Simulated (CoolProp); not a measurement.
Vapour-liquid equilibrium of cyclohexane (1) + dimethyl carbonate (2) at 434.9 K; x and y are mole fractions of (1).

Model: multi-fluid Helmholtz-energy mixture model, Zhou 2014 and Zhou 2011; pair parameters Bell 2016, in CoolProp.

| x | bubble pressure, mixture model (MPa) | bubble pressure, Raoult's law (MPa) | y, mixture model | y, Raoult's law |
|---|---|---|---|---|
| 0.05 | 0.6992 | 0.6478 | 0.112 | 0.054 |
| 0.125 | 0.7615 | 0.6515 | 0.231 | 0.133 |
| 0.2 | 0.8062 | 0.6553 | 0.316 | 0.212 |
| 0.275 | 0.8375 | 0.6590 | 0.381 | 0.290 |
| 0.35 | 0.8587 | 0.6627 | ___ | 0.367 |
| 0.425 | ___ | 0.6664 | 0.479 | 0.443 |
| 0.5 | 0.8785 | 0.6702 | 0.521 | 0.519 |
| 0.575 | 0.8792 | 0.6739 | 0.562 | 0.593 |
| 0.65 | 0.8736 | 0.6776 | ___ | 0.667 |
| 0.725 | 0.8608 | 0.6813 | 0.654 | 0.740 |
| 0.8 | 0.8382 | 0.6851 | 0.713 | 0.812 |
| 0.875 | 0.8022 | 0.6888 | ___ | 0.883 |
| 0.95 | 0.7468 | 0.6925 | 0.897 | 0.953 |

**Question.** Some entries are withheld; supply them.

**Answer.** 
- 0.35, y, mixture model: 0.434
- 0.425, bubble pressure, mixture model (MPa): 0.8718
- 0.65, y, mixture model: 0.605
- 0.875, y, mixture model: 0.789

The largest gap from Raoult's law is +31.1 % in bubble pressure, at x = 0.5. y crosses x between x = 0.5 and 0.575: the model has an azeotrope there.

The pair parameters rest on a limited set of measurements; away from them the model extrapolates.
